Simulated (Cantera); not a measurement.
An isothermal, constant-pressure homogeneous reactor starts with CH4 : O2 : N2 = 0.0098 : 0.0092 : 1 (molar parts), at 1450 K and 500000 Pa. Integrator tolerance rtol = 1e-08.

Detailed kinetics in Cantera: GRI-Mech 3.0 (53 species, 325 reactions).

Question: What does this change do: CH4 0.0098 to 0.0072 parts?

Answer: 
| quantity | before | after |
|---|---|---|
| x(CH4) at 100 s | 0.000323 (gas-phase equilibrium 4.54e-10) | 8.82e-5 (gas-phase equilibrium 2.06e-11) |
| x(O2) at 100 s | <1e-12 (gas-phase equilibrium <1e-12) | <1e-12 (gas-phase equilibrium <1e-12) |
| x(CO2) at 100 s | 0.00192 (gas-phase equilibrium 0.00174) | 0.00270 (gas-phase equilibrium 0.00265) |
| x(HCO) at 100 s | 2.96e-11 (gas-phase equilibrium 3.66e-11) | 1.32e-11 (gas-phase equilibrium 1.41e-11) |
| x(CH2) at 100 s | 1.30e-11 (gas-phase equilibrium <1e-12) | 5.09e-12 (gas-phase equilibrium <1e-12) |
| x(NO) at 100 s | 2.37e-10 (gas-phase equilibrium 5.25e-10) | 3.70e-9 (gas-phase equilibrium 1.42e-9) |
| x(CO) at 100 s | 0.00671 (gas-phase equilibrium 0.00778) | 0.00421 (gas-phase equilibrium 0.00439) |

Question: What does this change do: O2 0.0092 to 0.089 parts?

Answer: 
```
quantity                                            before                                     after
---------------  -----------------------------------------  ----------------------------------------
x(CH4) at 100 s  0.000323 (gas-phase equilibrium 4.54e-10)     <1e-12 (gas-phase equilibrium <1e-12)
x(O2) at 100 s       <1e-12 (gas-phase equilibrium <1e-12)     0.0632 (gas-phase equilibrium 0.0629)
x(CO2) at 100 s    0.00192 (gas-phase equilibrium 0.00174)   0.00892 (gas-phase equilibrium 0.00892)
x(HCO) at 100 s  2.96e-11 (gas-phase equilibrium 3.66e-11)     <1e-12 (gas-phase equilibrium <1e-12)
x(CH2) at 100 s    1.30e-11 (gas-phase equilibrium <1e-12)     <1e-12 (gas-phase equilibrium <1e-12)
x(NO) at 100 s   2.37e-10 (gas-phase equilibrium 5.25e-10)  2.56e-6 (gas-phase equilibrium 0.000561)
x(CO) at 100 s     0.00671 (gas-phase equilibrium 0.00778)   3.60e-8 (gas-phase equilibrium 3.61e-8)
```
The temperature is held fixed by assumption; the heat of reaction is taken as removed at once.
